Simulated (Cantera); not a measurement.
## Stirred combustor or abatement burner

A perfectly stirred reactor is fed with 24.7 % H2, 14.7 % O2, 55.4 % N2, 5.19 % H2O, at 750 Torr; it is adiabatic with a 448 K inlet, and is followed from long to short residence time, starting on the burning branch (τ in s: 0.059, 0.032, 0.017, 0.0093, 0.005, 0.0027, 0.0015, 0.00079, 0.00042, 0.00023, 0.00012, 6.7e-05).

Cantera simulation using GRI-Mech 3.0 (53 species, 325 reactions); the numbers are that mechanism's predictions, not measurements.

```csv
τ (s),T (K),x H2,x O2,x H2O,x HO2,x N2O,x NO,x O
0.059,2215,0.00333,0.0261,0.333,2.59e-6,2.02e-7,0.000978,0.000605
0.032,2210,0.00379,0.0263,0.332,2.74e-6,2.05e-7,0.000627,0.000691
0.017,2201,0.00460,0.0267,0.331,3.02e-6,2.08e-7,0.000399,0.000842
0.0093,2186,0.00583,0.0271,0.329,3.49e-6,2.06e-7,0.000263,0.00108
0.0050,2163,0.00772,0.0277,0.325,4.31e-6,1.96e-7,0.000173,0.00146
0.0027,2130,0.0103,0.0286,0.321,5.61e-6,1.80e-7,0.000113,0.00203
0.0015,2088,0.0134,0.0298,0.315,7.49e-6,1.61e-7,7.52e-5,0.00278
0.00079,2027,0.0175,0.0315,0.307,1.04e-5,1.41e-7,5.10e-5,0.00387
0.00042,1953,0.0220,0.0337,0.299,1.43e-5,1.24e-7,3.86e-5,0.00521
0.00023,1869,0.0264,0.0362,0.289,1.91e-5,1.10e-7,3.21e-5,0.00668
0.00012,1764,0.0313,0.0395,0.278,2.56e-5,9.72e-8,2.64e-5,0.00830
6.7e-5,1659,0.0362,0.0433,0.268,3.30e-5,8.55e-8,2.06e-5,0.00952
```
x: mole fraction; the columns are a selection and need not sum to one.
